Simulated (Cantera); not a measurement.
A Cantera script and its output.

```python
import numpy as np
import cantera as ct

gas = ct.Solution("h2o2.yaml")
gas.TPX = 1200, 2666, {'H2': 0.051, 'O2': 1}
inlet = ct.Reservoir(gas, clone=True)

reactor = ct.IdealGasConstPressureReactor(gas, energy="off", clone=False)
exhaust = ct.Reservoir(gas, clone=True)
tau = [0.54, 0.26, 0.12, 0.059, 0.028, 0.014, 0.0066, 0.0032, 0.0015, 0.00073][0]
for a, b in ((inlet, reactor), (reactor, exhaust)):
    ct.MassFlowController(a, b, mdot=lambda t: reactor.mass / tau)
net = ct.ReactorNet([reactor])
show = ['H2', 'O2', 'OH', 'H2O2', 'H2O', 'O']

rows = []
print(f"{'tau/s':>10s}{'T/K':>9s}" + "".join(f"{s:>11s}" for s in show))
for tau in [0.54, 0.26, 0.12, 0.059, 0.028, 0.014, 0.0066, 0.0032, 0.0015, 0.00073]:
    net.initial_time = 0.0
    net.advance(30 * tau)
    before = gas.X
    net.advance(40 * tau)
    drift = np.max(np.abs(gas.X - before) / (gas.X + 1e-9))
    rows.append([gas.T, *gas[show].X, drift])
    print(f"{tau:10.3e}{gas.T:9.1f}" + "".join(f"{x:11.3e}" for x in gas[show].X))
```

It prints:

```
     tau/s      T/K         H2         O2         OH       H2O2        H2O          O
 5.400e-01   1200.0  1.642e-04  9.479e-01  8.771e-04  1.189e-07  4.900e-02  1.931e-03
 2.600e-01   1200.0  2.521e-04  9.466e-01  1.117e-03  1.381e-07  4.870e-02  3.054e-03
 1.200e-01   1200.0  3.947e-04  9.446e-01  1.437e-03  1.585e-07  4.821e-02  4.866e-03
 5.900e-02   1200.0  5.942e-04  9.419e-01  1.799e-03  1.772e-07  4.754e-02  7.273e-03
 2.800e-02   1200.0  9.128e-04  9.380e-01  2.255e-03  1.969e-07  4.649e-02  1.065e-02
 1.400e-02   1200.0  1.368e-03  9.337e-01  2.745e-03  2.172e-07  4.510e-02  1.437e-02
 6.600e-03   1200.0  2.153e-03  9.288e-01  3.344e-03  2.453e-07  4.305e-02  1.833e-02
 3.200e-03   1200.0  3.426e-03  9.252e-01  3.984e-03  2.848e-07  4.045e-02  2.102e-02
 1.500e-03   1200.0  5.778e-03  9.235e-01  4.702e-03  3.446e-07  3.684e-02  2.170e-02
 7.300e-04   1200.0  9.760e-03  9.246e-01  5.319e-03  4.124e-07  3.211e-02  2.001e-02
```

Model: the H2/O2 subset of GRI-Mech 3.0, which has no nitrogen chemistry, integrated in Cantera. Radical loss at walls, strong at low pressure, is not modelled. The temperature is held fixed by assumption; the heat of reaction is taken as removed at once.
